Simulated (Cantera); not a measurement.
Feed: 1 mol NiS, 250 mol H2, equilibrated at 22.0 Pa.

Method: chemical equilibrium by Gibbs-energy minimisation in Cantera with the NASA 1993 tables (ideal gas, pure condensed phases). Candidate condensed phases: Ni, NiS, NiS2, Ni3S2, Ni3S4, S; 9 gas species. Kinetics and transport are ignored.

x: gas mole fraction; n: condensed amount in mol.

```json
[
 {"T (K)": "1550", "x H2": "0.994", "x H": "0.00212", "x Ni": "0.000694", "x S": "0.000148", "x H2S": "0.00130", "n Ni(s)": "0.814"},
 {"T (K)": "1600", "x H2": "0.991", "x H": "0.00365", "x Ni": "0.00192", "x S": "0.000250", "x H2S": "0.00104", "n Ni(s)": "0.495"},
 {"T (K)": "1650", "x H2": "0.987", "x H": "?", "x Ni": "0.00384", "x S": "?", "x H2S": "?", "n Ni(s)": "0"},
 {"T (K)": "1700", "x H2": "0.983", "x H": "?", "x Ni": "0.00386", "x S": "?", "x H2S": "?", "n Ni(s)": "0"},
 {"T (K)": "1750", "x H2": "0.977", "x H": "0.0155", "x Ni": "0.00388", "x S": "0.000895", "x H2S": "0.000505", "n Ni(s)": "0"},
 {"T (K)": "1800", "x H2": "0.969", "x H": "0.0238", "x Ni": "0.00388", "x S": "0.00123", "x H2S": "0.000383", "n Ni(s)": "0"},
 {"T (K)": "1850", "x H2": "0.957", "x H": "0.0355", "x Ni": "0.00387", "x S": "0.00160", "x H2S": "0.000282", "n Ni(s)": "0"},
 {"T (K)": "1900", "x H2": "0.941", "x H": "0.0519", "x Ni": "0.00385", "x S": "0.00197", "x H2S": "0.000201", "n Ni(s)": "0"}
]
```

Q: What belongs in the gaps?

A: 
- 1650, x H: 0.00608
- 1650, x S: 0.000400
- 1650, x H2S: 0.000821
- 1700, x H: 0.00985
- 1700, x S: 0.000615
- 1700, x H2S: 0.000650
